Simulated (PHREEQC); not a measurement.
Consider water at 25 °C with 0.0018 mol H2SO4, 0.0033 mol CuSO4 and 3.1e-05 mol Fe2(SO4)3 per kg of water. Closed to the air; pH follows from the charge balance.

The numbers come from PHREEQC with the ion-association model, phreeqc.dat.

No solid was allowed to form.

Task: Predict the pH, specific conductance.

Result: pH 2.58; specific conductance 1720 µS/cm.

Task: In which forms is Fe present?

Result: FeSO4+ 77 %, FeOH+2 11 %, Fe+3 6.9 %, Fe(SO4)2- 3.9 %, Fe(OH)2+ 0.9 %, FeHSO4+2 0.8 % of the Fe.

Saturation is exceeded, for instance for Hematite (slow to form), Goethite (slow to form); the values hold only as long as no solid forms. Complexes and solids missing from the database can't appear.
